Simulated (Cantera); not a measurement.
A perfectly stirred reactor is fed with NH3 : H2 = 1 : 0.71 (molar parts), at 29000 Pa; it is held at 1925 K, and followed from long to short residence time.

Detailed kinetics in Cantera: the gas-phase N/H chemistry of the illustrative SiF4/NH3 mechanism in the Surface Chemkin manual (1991). Walls and surfaces, which speed up NH3 decomposition in real reactors, are not modelled.

### Question
Predict: x(NH3) at τ = 0.420 s; x(H2) at τ = 0.420 s; x(N2) at τ = 0.420 s; x(N2H4) at τ = 0.420 s; x(N) at τ = 0.420 s; x(NH3) at τ = 23.0 ms; x(H2) at τ = 23.0 ms; x(N2) at τ = 23.0 ms; x(N2H4) at τ = 23.0 ms; x(N) at τ = 23.0 ms.

### Answer
| Property | Result |
|---|---|
| x(NH3) at τ = 0.420 s | 0.213 |
| x(H2) at τ = 0.420 s | 0.669 |
| x(N2) at τ = 0.420 s | 0.117 |
| x(N2H4) at τ = 0.420 s | 2.47e-8 |
| x(N) at τ = 0.420 s | 3.98e-7 |
| x(NH3) at τ = 23.0 ms | 0.532 |
| x(H2) at τ = 23.0 ms | 0.451 |
| x(N2) at τ = 23.0 ms | 0.0165 |
| x(N2H4) at τ = 23.0 ms | 8.15e-8 |
| x(N) at τ = 23.0 ms | 3.37e-7 |
